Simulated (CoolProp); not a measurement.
Saturation properties of sulfur dioxide (Tc = 157.5 °C, pc = 78.87 bar, ω = 0.256).

The numbers come from the reference Helmholtz-energy equation of state, Gao 2016 in CoolProp.

| T (°C) | p (bar) | liquid density (kg/m³) | liquid cp (kJ/(kg K)) | surface tension (mN/m) |
|---|---|---|---|---|
| 20.95 | 3.417 | 1378 | 1.387 | 22.4 |
| 22.75 | 3.635 | [?] | 1.389 | 22.1 |
| 24.65 | 3.876 | 1368 | 1.392 | 21.7 |
| 26.45 | 4.115 | [?] | 1.395 | 21.4 |
| 28.25 | 4.366 | 1358 | 1.398 | 21.0 |
| 30.05 | 4.628 | 1352 | 1.400 | 20.7 |
| 31.95 | 4.918 | [?] | 1.404 | 20.3 |
| 33.75 | 5.205 | 1342 | 1.407 | 20.0 |
| 35.55 | 5.505 | 1337 | 1.410 | 19.6 |
| 37.35 | 5.818 | 1331 | 1.414 | 19.3 |
| 39.25 | 6.163 | 1326 | 1.417 | 18.9 |
| 41.05 | 6.503 | 1320 | 1.421 | 18.6 |
| 42.85 | 6.858 | 1315 | [?] | 18.2 |
| 44.65 | 7.228 | 1309 | 1.429 | 17.9 |
| 46.55 | 7.634 | [?] | 1.434 | 17.5 |

Task: Some entries are withheld; supply them.

Result: 
- 22.75, liquid density (kg/m³): 1373
- 26.45, liquid density (kg/m³): 1363
- 31.95, liquid density (kg/m³): 1347
- 42.85, liquid cp (kJ/(kg K)): 1.425
- 46.55, liquid density (kg/m³): 1304

It boils at -10.0 °C under 1 atm.

Surface tension comes from a separate correlation (Mulero 2012).
